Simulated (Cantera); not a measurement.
What does this Cantera script print?

```python
import numpy as np
import cantera as ct

gas_names = """
    F FO FO2 F2 F2O H HF HOF HO2 H2 H2F2 H2O H2O2 H3F3 H4F4 H5F5 H6F6 H7F7 O OH O2 O3 Si SiF SiF2 SiF3
    SiF4 SiH SiHF3 SiH2 SiH2F2 SiH3 SiH3F SiH4 SiO SiO2 Si2 Si3
""".split()
cond_names = """
    H2O(s) H2O(L) Si(cr) Si(L) SiO2(Lqz) SiO2(hqz) SiO2(L)
""".split()


# ... load() reads the species with a 1 bar reference pressure and builds the phases ...
atoms = {
    'SiF4': {'Si': 1, 'F': 4},
    'O3': {'O': 3},
    'H2': {'H': 2},
}
top_T = {}  # K; cautious upper limits of use, not melting points


# ... equilibrate(T, P, feed) seeds the gas with the atoms and calls Mixture.equilibrate('TP', solver="vcs", rtol=1e-11, max_steps=5000) ...
results = []
feed = {'SiF4': 1, 'O3': 0.69, 'H2': 27}  # mol
T = 1825  # K
P = 13332.2  # Pa
mix = equilibrate(T, P, feed)
results.append((T, P, feed, dict(zip(mix.species_names, mix.species_moles))))
print(gas.report(threshold=0.0001))
for i in range(1, mix.n_phases):
    print(f"{mix.phase(i).name:16s} {mix.phase_moles(i):12.5e} mol")
```

Output:

```
       temperature   1825 K
          pressure   13332 Pa
           density   0.0042805 kg/m^3
  mean mol. weight   4.8718 kg/kmol
   phase of matter   gas

                          1 kg             1 kmol
                     ---------------   ---------------
          enthalpy        1.1404e+06        5.5555e+06  J
   internal energy       -1.9743e+06       -9.6183e+06  J
           entropy             43810        2.1343e+05  J/K
    Gibbs function       -7.8813e+07       -3.8396e+08  J
 heat capacity c_p            6977.6             33993  J/K
 heat capacity c_v              5271             25679  J/K

                      mass frac. Y      mole frac. X     chem. pot. / RT
                     ---------------   ---------------   ---------------
                 H        0.00023106         0.0011167           -10.681
                HF           0.51168            0.1246           -46.431
                H2           0.35473           0.85723           -21.362
               H2O          0.042562           0.01151           -49.493
              SiF3          0.011141        0.00063792           -123.31
              SiF4          0.059873         0.0028026           -159.06
               SiO          0.017933         0.0019818           -44.188
     [  +31 minor]         0.0018476        0.00011762

Si(L)             0.00000e+00 mol
SiO2(L)           8.39479e-01 mol
```

Equilibrium computed with Cantera from the NASA thermochemical tables; the gas is ideal and each condensed phase is pure. The tables' values for SiF3, SiF2 are old estimates; treat these amounts as uncertain. The tables hold silica as quartz up to 1696 K and as liquid above; real silica turns to tridymite and cristobalite and melts near 1996 K.
